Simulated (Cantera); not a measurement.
A Cantera script and what it prints.

```python
import numpy as np
import cantera as ct

gas_names = [...]  # 45 gases of nasa_gas.yaml made of Al, Cl, H, N, O
cond_names = """
    AL(cr) AL(L) ALCL3(s) ALCL3(L) ALN(s) AL2O3(a) AL2O3(L) H2O(s) H2O(L) NH4CL(a) NH4CL(b)
""".split()


# ... load() reads the species with a 1 bar reference pressure and builds the phases ...
atoms = {
    'AlCl3': {'AL': 1, 'CL': 3},
    'HCl': {'H': 1, 'CL': 1},
    'H2': {'H': 2},
    'N2O': {'N': 2, 'O': 1},
}
top_T = {'ALN(s)': 2750}  # K; cautious upper limits of use, not melting points


# ... equilibrate(T, P, feed) seeds the gas with the atoms and calls Mixture.equilibrate('TP', solver="vcs", rtol=1e-11, max_steps=5000) ...
results = []
T = 748  # K
P = 10000  # Pa
for m in [120, 140, 170, 190, 230, 270, 310, 360, 420, 490, 580]:
    feed = {'AlCl3': 1, 'HCl': 1.7, 'H2': m, 'N2O': 0.82}  # mol
    mix = equilibrate(T, P, feed)
    results.append((T, P, feed, dict(zip(mix.species_names, mix.species_moles))))

top = {s: max(r[3][s] / sum(r[3][g] for g in gas_names) for r in results) for s in gas_names}
cols = sorted((s for s in top if top[s] > 0.0001), key=lambda s: -top[s])[:7]
seen = [c for c in cond_names if any(r[3].get(c, 0) > 1e-12 for r in results)]
print("log10 of partial pressures in bar; condensed amounts in mol")
print(f"{'n(H2)':>10s}" + "".join(f"{s[:9]:>10s}" for s in cols + seen))
for T, P, feed, n in results:
    ng = sum(n[g] for g in gas_names)
    print(f"{feed['H2']:10.4g}" + "".join(f"{np.log10(max(n[s] / ng * P / 1e5, 1e-99)):10.3f}" for s in cols)
          + "".join(f"{n.get(c, 0):10.4g}" for c in seen))
```

It prints:

```
log10 of partial pressures in bar; condensed amounts in mol
     n(H2)        H2       HCL        N2     ALCL3    ALN(s)  AL2O3(a)
       120    -1.017    -2.512    -3.224    -3.623    0.1571    0.2733
       140    -1.015    -2.564    -3.300    -3.746    0.1943    0.2733
       170    -1.013    -2.632    -3.396    -3.907    0.2373    0.2733
       190    -1.011    -2.672    -3.450    -4.002    0.2599    0.2733
       230    -1.010    -2.743    -3.543    -4.170    0.2949    0.2733
       270    -1.008    -2.804    -3.620    -4.315    0.3207    0.2733
       310    -1.007    -2.857    -3.686    -4.444    0.3403    0.2733
       360    -1.006    -2.916    -3.757    -4.586    0.3589    0.2733
       420    -1.005    -2.977    -3.829    -4.736    0.3754    0.2733
       490    -1.005    -3.040    -3.901    -4.888    0.3894    0.2733
       580    -1.004    -3.109    -3.978    -5.057    0.4022    0.2733
```

Equilibrium computed with Cantera from the NASA thermochemical tables; the gas is ideal and each condensed phase is pure. Condensed phases not in the tables: AlOCl.
